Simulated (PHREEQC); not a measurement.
1 kg of water meets 20 L of dry gas (CO2 1 by moles) at fixed total pressure, at 60 °C; fugacities by Peng-Robinson. The gases take part in no redox reaction, some water evaporates into the gas, and hydrates or a liquid gas phase aren't modelled. No solid was allowed to form.

Computed with PHREEQC (ion-association model, phreeqc.dat).

```tsv
P (atm)	dissolved CO2 (all carbonate carbon) (mol/kgw)	φ of CO2	pH
2	0.0296	0.992	3.91
5	0.0777	0.981	3.70
10	0.155	0.961	3.55
20	0.301	0.924	3.41
30	0.435	0.887	3.33
40	0.555	0.851	3.28
50	0.663	0.816	3.24
75	0.879	0.733	3.18
100	1.02	0.654	3.14
150	1.16	0.525	3.10
200	1.24	0.447	3.08
300	1.35	0.367	3.04
400	1.44	0.331	3.01
```

Complexes and solids missing from the database can't appear. Away from 25 °C the constants follow the database's enthalpies or fits; those with neither stay at their 25 °C values.
